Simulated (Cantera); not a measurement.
A closed system holds: 1 mol Fe(CO)5, a varied amount of O2, 0.31 mol N2, at 1323 K and 37.5 Torr.

Method: chemical equilibrium by Gibbs-energy minimisation in Cantera with the NASA 1993 tables (ideal gas, pure condensed phases). Candidate condensed phases: C, Fe, Fe(CO)5, FeO, Fe2O3, Fe3O4; 27 gas species. The tables' stoichiometric FeO is somewhat more stable than real wüstite, so its field is too wide. FeO: taken at fixed stoichiometry. The numbers say what is thermodynamically allowed, not how fast it happens.

Q: At 1.3 mol O2, list the 3 most abundant gas species with their mole fractions, and the condensed phases.

A: CO 0.640, CO2 0.301, N2 0.0584. Condensed: FeO(s).
